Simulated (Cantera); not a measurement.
# Fe3O4 + CO + N2 (carbothermic reduction)

Feed: 1 mol Fe3O4, 1.6 mol CO, a varied amount of N2, held at 900 K and 0.120 bar.

Method: chemical equilibrium by Gibbs-energy minimisation in Cantera with the NASA 1993 tables (ideal gas, pure condensed phases). Candidate condensed phases: C, Fe, Fe(CO)5, FeO, Fe2O3, Fe3O4; 27 gas species. The tables' stoichiometric FeO is somewhat more stable than real wüstite, so its field is too wide. FeO: taken at fixed stoichiometry. Rates play no part.

```tsv
n(N2) (mol)	log p N2	log p CO2	log p CO	n FeO(s)
0.12	-2.08	-1.16	-1.38	3.00
0.18	-1.92	-1.17	-1.39	3.00
0.28	-1.75	-1.19	-1.42	3.00
0.42	-1.60	-1.23	-1.45	3.00
0.65	-1.46	-1.27	-1.49	3.00
0.99	-1.34	-1.33	-1.56	3.00
1.5	-1.24	-1.41	-1.63	3.00
2.3	-1.15	-1.51	-1.73	3.00
3.5	-1.08	-1.63	-1.85	3.00
5.4	-1.03	-1.77	-1.99	3.00
8.2	-1.00	-1.91	-2.13	3.00
13	-0.97	-2.09	-2.31	3.00
19	-0.96	-2.23	-2.46	3.00
```
log p: log10 of the partial pressure in bar; n: condensed amount in mol.

From 0.12 mol N2 to 19 mol N2 the condensed part is FeO(s).
